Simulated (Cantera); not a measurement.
Cantera run, input and output.

```python
import numpy as np
import cantera as ct

gas = ct.Solution("gri30.yaml")
gas.TPX = 1748, 36000, {'CH4': 1, 'N2': 14}
reactor = ct.IdealGasConstPressureReactor(gas, energy="off", clone=False)
net = ct.ReactorNet([reactor])
net.rtol, net.atol = 1e-08, 1e-18
show = ['CH4', 'C2H4', 'CH2', 'C2H2', 'H2']
times = np.geomspace(3e-05, 7, 11)

steps = ct.SolutionArray(gas, extra=["t"])
rows = []
print(f"{'t/s':>10s}{'T/K':>9s}{'P/Pa':>11s}" + "".join(f"{s:>11s}" for s in show))
for t in times:
    while net.time < t:
        t_next = net.step()
        steps.append(gas.state, t=t_next)
    rows.append([np.interp(t, steps.t, y) for y in (steps.T, steps.P, *steps(*show).X.T)])
    print(f"{t:10.3e}{rows[-1][0]:9.1f}{rows[-1][1]:11.4g}" + "".join(f"{x:11.3e}" for x in rows[-1][2:]))
rate = np.gradient(steps.T, steps.t)
print("integrator steps:", len(steps.t))
if steps.T.max() > steps.T[0] + 200:
    print(f"time of steepest temperature rise: {steps.t[rate.argmax()]:.4e} s")
gas.TPX = 1748, 36000, {'CH4': 1, 'N2': 14}
gas.equilibrate("TP")
print(f"equilibrium (TP): T = {gas.T:.1f} K  " + "  ".join(f"{s} {gas[s].X[0]:.3e}" for s in show))
```

Output:

```
       t/s      T/K       P/Pa        CH4       C2H4        CH2       C2H2         H2
 3.000e-05   1748.0    3.6e+04  6.664e-02  1.292e-08  1.004e-09  1.914e-11  1.499e-05
 1.033e-04   1748.0    3.6e+04  6.656e-02  6.148e-07  9.687e-09  3.432e-09  5.418e-05
 3.554e-04   1748.0    3.6e+04  6.624e-02  2.441e-05  9.073e-08  5.478e-07  2.332e-04
 1.223e-03   1748.0    3.6e+04  6.387e-02  6.904e-04  6.004e-07  8.439e-05  2.211e-03
 4.210e-03   1748.0    3.6e+04  4.739e-02  3.324e-03  1.046e-06  5.154e-03  2.279e-02
 1.449e-02   1748.0    3.6e+04  2.488e-02  6.033e-04  5.340e-07  1.871e-02  5.762e-02
 4.988e-02   1748.0    3.6e+04  9.128e-03  9.544e-05  2.408e-07  2.677e-02  8.057e-02
 1.717e-01   1748.0    3.6e+04  2.561e-03  3.825e-05  8.060e-08  2.998e-02  8.999e-02
 5.909e-01   1748.0    3.6e+04  6.998e-04  3.506e-05  2.354e-08  3.087e-02  9.265e-02
 2.034e+00   1748.0    3.6e+04  2.317e-04  3.518e-05  7.926e-09  3.110e-02  9.332e-02
 7.000e+00   1748.0    3.6e+04  1.562e-04  3.523e-05  5.357e-09  3.113e-02  9.343e-02
integrator steps: 1416
equilibrium (TP): T = 1748.0 K  CH4 7.645e-05  C2H4 8.454e-06  CH2 2.618e-09  C2H2 7.460e-03  H2 9.357e-02
```

Cantera simulation using GRI-Mech 3.0 (53 species, 325 reactions); the numbers are that mechanism's predictions, not measurements. GRI-Mech 3.0 stops at C3 and has no aromatics, soot or wall deposition, so with more carbon than oxygen in the feed, carbon stays in small species such as C2H2 where larger ones or solid carbon would form.
